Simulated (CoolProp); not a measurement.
Propane at several states: Z from the reference equation and from simpler models built on Tc = 369.9 K, pc = 4251 kPa, ω = 0.152; each cubic takes its own stable root.

The numbers come from the reference Helmholtz-energy equation of state, Lemmon 2009 in CoolProp.

| T (K) | p (kPa) | phase | reference |
|---|---|---|---|
| 597.8 | 16900 | supercritical | 0.8795 |
| 295.8 | 120 | gas | 0.9803 |
| 478.8 | 1720 | gas | 0.9407 |
| 466.3 | 23400 | supercritical | 0.7709 |

Q: How far does each simpler model (van der Waals, Redlich-Kwong, Soave-Redlich-Kwong, Peng-Robinson) lie from the reference over these 4 states: mean and median of the absolute difference, and the worst?

A: 
- van der Waals: mean 6.4 %, median 3.9 %, worst +17.4 % at 466.3 K and 23400 kPa
- Redlich-Kwong: mean 1.5 %, median 1.5 %, worst -3.0 % at 597.8 K and 16900 kPa
- Soave-Redlich-Kwong: mean 3.2 %, median 2.9 %, worst +6.9 % at 466.3 K and 23400 kPa
- Peng-Robinson: mean 0.7 %, median 0.5 %, worst -1.8 % at 466.3 K and 23400 kPa
